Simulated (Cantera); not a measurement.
Cantera run, input and output.

```python
import numpy as np
import cantera as ct

gas = ct.Solution("h2o2.yaml")
gas.TPX = 1098, 13332, {'H2': 1.9, 'O2': 1, 'N2': 1.1}
inlet = ct.Reservoir(gas, clone=True)

reactor = ct.IdealGasConstPressureReactor(gas, energy="off", clone=False)
exhaust = ct.Reservoir(gas, clone=True)
tau = [0.71, 0.2, 0.054, 0.015, 0.0041, 0.0011, 0.00032][0]
for a, b in ((inlet, reactor), (reactor, exhaust)):
    ct.MassFlowController(a, b, mdot=lambda t: reactor.mass / tau)
net = ct.ReactorNet([reactor])
show = ['H2', 'O2', 'H2O2', 'OH', 'H']

rows = []
print(f"{'tau/s':>10s}{'T/K':>9s}" + "".join(f"{s:>11s}" for s in show))
for tau in [0.71, 0.2, 0.054, 0.015, 0.0041, 0.0011, 0.00032]:
    net.initial_time = 0.0
    net.advance(30 * tau)
    before = gas.X
    net.advance(40 * tau)
    drift = np.max(np.abs(gas.X - before) / (gas.X + 1e-9))
    rows.append([gas.T, *gas[show].X, drift])
    print(f"{tau:10.3e}{gas.T:9.1f}" + "".join(f"{x:11.3e}" for x in gas[show].X))
```

Output:

```
     tau/s      T/K         H2         O2       H2O2         OH          H
 7.100e-01   1098.0  3.040e-03  1.781e-02  2.027e-06  3.894e-04  3.051e-04
 2.000e-01   1098.0  6.416e-03  1.952e-02  2.300e-06  6.004e-04  9.738e-04
 5.400e-02   1098.0  1.313e-02  2.307e-02  2.332e-06  9.295e-04  2.967e-03
 1.500e-02   1098.0  2.479e-02  2.957e-02  2.274e-06  1.416e-03  7.962e-03
 4.100e-03   1098.0  4.454e-02  4.119e-02  2.235e-06  2.155e-03  1.944e-02
 1.100e-03   1098.0  7.708e-02  6.125e-02  2.211e-06  3.248e-03  4.299e-02
 3.200e-04   1098.0  1.252e-01  9.115e-02  2.093e-06  4.526e-03  7.880e-02
```

Cantera simulation using the H2/O2 subset of GRI-Mech 3.0, which has no nitrogen chemistry; the numbers are that mechanism's predictions, not measurements. The temperature is held fixed by assumption; the heat of reaction is taken as removed at once.
